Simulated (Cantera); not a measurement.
A freely propagating, adiabatic, planar premixed flame of CH4 : C2H6 : C3H8 : O2 : N2 = 1 : 0.37 : 0.88 : 11.7 : 43.8 (molar parts), unburnt at 498 K and 660000 Pa; mixture-averaged transport, grid criteria slope 0.08 and curve 0.16, no radiation.

Detailed kinetics in Cantera: GRI-Mech 3.0 (53 species, 325 reactions). GRI-Mech 3.0 was tuned for natural gas; its chemistry of propane as a main component is partial and can be far from experiment. Burning velocities carry a grid error of a few per cent, more on coarse grids.

Problem. Predict: laminar burning velocity; thermal thickness; peak x(HCO); peak x(CH2).

Solution. 
| Property | Result |
|---|---|
| laminar burning velocity | 28.6 cm/s |
| thermal thickness | 0.117 mm |
| peak x(HCO) | 9.19e-6 |
| peak x(CH2) | 5.04e-6 |
